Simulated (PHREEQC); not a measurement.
A made-up water analysis in mg/L, 20 °C, pH 5.57, pe 10.8: Na 0.0142; K 0.000243; Ca 0.0195; Mg 0.00154; Cl 0.000983; S(6) as SO4 0.0255; Alkalinity as HCO3 0.0718; N(5) as NO3 3.92e-05; Pb 4.56e-05.

Valence states are taken as typed.

The numbers come from PHREEQC with the ion-association model, phreeqc.dat.

| Quantity | Result |
|---|---|
| ionic strength | 5.24e-6 mol/kgw |
| charge-balance error | -0.1 % |

```
species  molality  activity   log γ
-------  --------  --------  ------
CO2       2.50e-5   2.50e-5   0.000
HCO3-     3.87e-6   3.86e-6  -0.001
H+        2.70e-6   2.69e-6  -0.001
Na+       6.18e-7   6.16e-7  -0.001
Ca+2      4.87e-7   4.81e-7  -0.005
SO4-2     2.65e-7   2.63e-7  -0.005
Mg+2      6.33e-8   6.27e-8  -0.005
```

Precipitation was switched off in this run.
